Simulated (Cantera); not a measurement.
What does this Cantera script print?

```python
import numpy as np
import cantera as ct

gas_names = [...]  # 110 gases of nasa_gas.yaml made of C, H, O
cond_names = """
    C(gr) C6H6(L) C7H8(L) C8H18(L),n-octa H2O(s) H2O(L)
""".split()


# ... load() reads the species with a 1 bar reference pressure and builds the phases ...
atoms = {
    'C2H6': {'C': 2, 'H': 6},
    'CO2': {'C': 1, 'O': 2},
    'H2': {'H': 2},
}
top_T = {'C(gr)': 4500}  # K; cautious upper limits of use, not melting points


# ... equilibrate(T, P, feed) seeds the gas with the atoms and calls Mixture.equilibrate('TP', solver="vcs", rtol=1e-11, max_steps=5000) ...
results = []
feed = {'C2H6': 1, 'CO2': 0.41, 'H2': 1.5}  # mol
P = 300000  # Pa
for T in [948, 1098, 1248, 1398, 1548, 1698, 1848, 1998, 2148, 2298, 2448, 2598, 2748]:
    mix = equilibrate(T, P, feed)
    results.append((T, P, feed, dict(zip(mix.species_names, mix.species_moles))))
    x = sorted(zip(gas.X, gas.species_names), reverse=True)
    print(f"T = {T:g} K  P = {P:g} Pa  gas = {mix.phase_moles(0):.4g} mol")
    print("   x: " + "  ".join(f"{s} {v:.3e}" for v, s in x if v > 1e-05))
    print("   condensed (mol): " + ("  ".join(f"{mix.phase(i).name} {mix.phase_moles(i):.4g}"
          for i in range(1, mix.n_phases) if mix.phase_moles(i) > 1e-12) or "none"))
```

Result:

```
T = 948 K  P = 300000 Pa  gas = 4.023 mol
   x: H2 6.181e-01  CH4 1.967e-01  H2O 1.070e-01  CO 5.956e-02  CO2 1.864e-02
   condensed (mol): C(gr) 1.304
T = 1098 K  P = 300000 Pa  gas = 4.846 mol
   x: H2 7.705e-01  CO 1.317e-01  CH4 6.508e-02  H2O 2.798e-02  CO2 4.752e-03
   condensed (mol): C(gr) 1.433
T = 1248 K  P = 300000 Pa  gas = 5.171 mol
   x: H2 8.196e-01  CO 1.515e-01  CH4 2.247e-02  H2O 5.729e-03  CO2 6.800e-04
   condensed (mol): C(gr) 1.507
T = 1398 K  P = 300000 Pa  gas = 5.264 mol
   x: H2 8.352e-01  CO 1.541e-01  CH4 9.141e-03  H2O 1.462e-03  CO2 1.247e-04
   condensed (mol): C(gr) 1.55
T = 1548 K  P = 300000 Pa  gas = 5.294 mol
   x: H2 8.408e-01  CO 1.543e-01  CH4 4.351e-03  H2O 4.781e-04  CO2 3.148e-05  H 1.630e-05  C2H2,acetylene 1.319e-05
   condensed (mol): C(gr) 1.569
T = 1698 K  P = 300000 Pa  gas = 5.307 mol
   x: H2 8.430e-01  CO 1.543e-01  CH4 2.353e-03  H2O 1.904e-04  H 7.665e-05  C2H2,acetylene 6.074e-05  CO2 1.022e-05
   condensed (mol): C(gr) 1.578
T = 1848 K  P = 300000 Pa  gas = 5.313 mol
   x: H2 8.437e-01  CO 1.543e-01  CH4 1.407e-03  H 2.812e-04  C2H2,acetylene 2.173e-04  H2O 8.830e-05
   condensed (mol): C(gr) 1.581
T = 1998 K  P = 300000 Pa  gas = 5.317 mol
   x: H2 8.434e-01  CO 1.542e-01  CH4 9.105e-04  H 8.505e-04  C2H2,acetylene 6.393e-04  H2O 4.608e-05  CH3 1.818e-05  C2H4 1.102e-05
   condensed (mol): C(gr) 1.578
T = 2148 K  P = 300000 Pa  gas = 5.322 mol
   x: H2 8.414e-01  CO 1.540e-01  H 2.207e-03  C2H2,acetylene 1.611e-03  CH4 6.265e-04  CH3 3.178e-05  H2O 2.638e-05  C2H4 1.269e-05
   condensed (mol): C(gr) 1.569
T = 2298 K  P = 300000 Pa  gas = 5.331 mol
   x: H2 8.370e-01  CO 1.538e-01  H 5.059e-03  C2H2,acetylene 3.581e-03  CH4 4.517e-04  CH3 5.131e-05  H2O 1.624e-05  C2H4 1.426e-05
   condensed (mol): C(gr) 1.549
T = 2448 K  P = 300000 Pa  gas = 5.346 mol
   x: H2 8.285e-01  CO 1.534e-01  H 1.046e-02  C2H2,acetylene 7.165e-03  CH4 3.367e-04  CH3 7.738e-05  C4H2 2.554e-05  C2H4 1.562e-05  H2O 1.057e-05
   condensed (mol): C(gr) 1.51
T = 2598 K  P = 300000 Pa  gas = 5.372 mol
   x: H2 8.139e-01  CO 1.526e-01  H 1.983e-02  C2H2,acetylene 1.310e-02  CH4 2.562e-04  CH3 1.097e-04  C4H2 8.732e-05  C2H 2.798e-05  C2H4 1.664e-05  C2H2,vinylidene 1.404e-05
   condensed (mol): C(gr) 1.445
T = 2748 K  P = 300000 Pa  gas = 5.413 mol
   x: H2 7.907e-01  CO 1.515e-01  H 3.487e-02  C2H2,acetylene 2.210e-02  C4H2 2.568e-04  CH4 1.964e-04  CH3 1.466e-04  C2H 1.126e-04  C2H2,vinylidene 3.683e-05  C2H4 1.716e-05  CH2 1.429e-05  C3H3,propargyl 1.043e-05
   condensed (mol): C(gr) 1.341
```

Equilibrium computed with Cantera from the NASA thermochemical tables; the gas is ideal and each condensed phase is pure.
